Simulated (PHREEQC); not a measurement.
Make-up at 55 °C: 0.011 mol/kgw CdCl2, 8.6e-05 mol/kgw NaF and 0.00029 mol/kgw NaCl. Closed to the air; pH follows from the charge balance.

All values are PHREEQC results (ion-association model, phreeqc.dat), not measurements.

**Question.** The ionic strength comes out as 0.0221 mol/kgw. What activity coefficients do CdOH+, CdF+, F-, CdCl+, Cd+2 get?

**Answer.** CdOH+ 0.86, CdF+ 0.86, F- 0.86, CdCl+ 0.86, Cd+2 0.54.

This is a speciation only: nothing precipitates in the calculation. Constants without temperature data keep their 25 °C values here.
